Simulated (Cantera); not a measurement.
NO annealing gas

A perfectly stirred reactor is fed with NO : N2 = 1 : 1.2 (molar parts), at 750 Torr; it is held at 1648 K, and followed from long to short residence time.

Model: GRI-Mech 3.0 (53 species, 325 reactions), integrated in Cantera.

```tsv
τ (s)	x NO	x O	x NO2	x N2	x O2	x N2O
3.7	0.392	4.75e-6	0.000552	0.576	0.0306	5.77e-5
1.2	0.430	3.22e-6	0.000403	0.557	0.0117	6.96e-5
0.37	0.447	2.26e-6	0.000287	0.549	0.00373	7.41e-5
0.12	0.452	1.80e-6	0.000226	0.547	0.00115	7.31e-5
0.037	0.454	1.47e-6	0.000180	0.546	0.000279	6.54e-5
0.012	0.454	1.05e-6	0.000119	0.546	4.58e-5	4.89e-5
0.0037	0.454	5.23e-7	4.72e-5	0.545	2.96e-6	2.65e-5
```
x: mole fraction; the columns are a selection and need not sum to one.
